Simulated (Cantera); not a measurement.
An adiabatic, constant-volume homogeneous reactor starts with 12.7 % CH4, 3.31 % C2H6, 17.7 % O2, 66.3 % N2, equivalence ratio 2.1, at 1525 K and 4200 Torr.

Detailed kinetics in Cantera: GRI-Mech 3.0 (53 species, 325 reactions).

Question: Predict: time of steepest temperature rise; temperature at 0.700 s; equilibrium temperature; x(O2) at 0.700 s; x(NO) at 0.700 s.

Answer: 
```json
{
 "time_of_steepest_temperature_rise": "38.9 µs",
 "temperature at 0.700 s": "2823 K",
 "equilibrium_temperature": "2823 K",
 "x(O2) at 0.700 s": "2.10e-5 (gas-phase equilibrium 2.10e-5)",
 "x(NO) at 0.700 s": "0.000317 (gas-phase equilibrium 0.000317)"
}
```
